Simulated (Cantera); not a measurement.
Feed: 1 mol Fe3O4, 4.9 mol CO, 1.2 mol CH4, at 2252 °C and 15.0 mbar.

Equilibrium computed with Cantera from the NASA thermochemical tables; the gas is ideal and each condensed phase is pure. Candidate condensed phases: C, C6H6, C7H8, C8H18, Fe, Fe(CO)5, FeO, Fe(OH)2, Fe(OH)3, Fe2O3, Fe3O4, H2O; 114 gas species. Equilibrium is a limit: real reactors are often held back by kinetics, nucleation or transport.

Base state: CO 0.415, Fe 0.231, H2O 0.0904, CO2 0.0870, H2 0.0688, H 0.0600, OH 0.0168, FeO 0.0162 (mole fractions); condensed: gas only.

Problem. What changes in the equilibrium state with this change: Fe3O4 replaced by TiO2?

Solution. 
```
species       before     after
-----------  -------  --------
CO             0.415     0.646
H2            0.0688     0.203
H             0.0600     0.103
Fe             0.231         0
TiO                0    0.0262
Ti                 0    0.0214
FeO           0.0162         0
CO2           0.0870   2.31e-5
OH            0.0168   4.93e-6
H2O           0.0904   4.55e-5
O2           0.00517     <1e-9
TiO2               0  0.000113
Fe(OH)2      5.62e-5         0
O            0.00962   1.64e-6
TiO(l), mol        0     0.550
```
TiO: taken at fixed stoichiometry. Further candidate phases: Ti, TiC, TiO, TiO2, Ti2O3, Ti3O5, Ti4O7.
